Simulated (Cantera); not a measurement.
Adiabatic ignition

An adiabatic, constant-pressure homogeneous reactor starts with CH3OH : O2 : N2 = 1 : 2.38 : 8.95 (molar parts), at 1575 K and 1.01 bar.

Cantera simulation using GRI-Mech 3.0 (53 species, 325 reactions); the numbers are that mechanism's predictions, not measurements. GRI-Mech 3.0 was tuned for natural gas; its chemistry of methanol as a main component is partial and can be far from experiment.

| t (s) | T (K) | x CH3OH | x O2 | x HCN | x NO2 | x CO2 | x CH2CO | x NO |
|---|---|---|---|---|---|---|---|---|
| 2.00e-6 | 1575 | 0.0811 | 0.193 | <1e-12 | <1e-12 | 1.34e-6 | <1e-12 | <1e-12 |
| 6.32e-6 | 1575 | 0.0809 | 0.193 | <1e-12 | <1e-12 | 4.36e-6 | 2.48e-12 | <1e-12 |
| 2.00e-5 | 1575 | 0.0805 | 0.193 | <1e-12 | <1e-12 | 1.39e-5 | 4.47e-11 | <1e-12 |
| 6.32e-5 | 1582 | 0.0756 | 0.190 | 5.19e-12 | 1.34e-12 | 4.83e-5 | 2.11e-9 | 6.03e-12 |
| 0.000200 | 2318 | <1e-12 | 0.0739 | 4.61e-12 | 1.31e-8 | 0.0486 | <1e-12 | 5.57e-5 |
| 0.000632 | 2598 | <1e-12 | 0.0699 | 1.80e-11 | 4.30e-7 | 0.0615 | <1e-12 | 0.000940 |
| 0.00200 | 2600 | <1e-12 | 0.0685 | 2.91e-11 | 1.70e-6 | 0.0619 | <1e-12 | 0.00370 |
| 0.00632 | 2594 | <1e-12 | 0.0658 | 4.88e-11 | 4.28e-6 | 0.0621 | <1e-12 | 0.00942 |
| 0.0200 | 2589 | <1e-12 | 0.0639 | 6.12e-11 | 6.07e-6 | 0.0622 | <1e-12 | 0.0135 |
| 0.0632 | 2589 | <1e-12 | 0.0638 | 6.19e-11 | 6.17e-6 | 0.0622 | <1e-12 | 0.0137 |
| 0.200 | 2589 | <1e-12 | 0.0638 | 6.19e-11 | 6.17e-6 | 0.0622 | <1e-12 | 0.0137 |
x: mole fraction; the columns are a selection and need not sum to one.

| Quantity | Result |
|---|---|
| time of steepest temperature rise | 0.143 ms |
| temperature at 0.200 s | 2589 K |
| equilibrium temperature | 2589 K |
| x(CH3OH) at 0.200 s | <1e-12 (gas-phase equilibrium <1e-12) |
| x(O2) at 0.200 s | 0.0638 (gas-phase equilibrium 0.0638) |
| x(HCN) at 0.200 s | 6.19e-11 (gas-phase equilibrium 6.19e-11) |
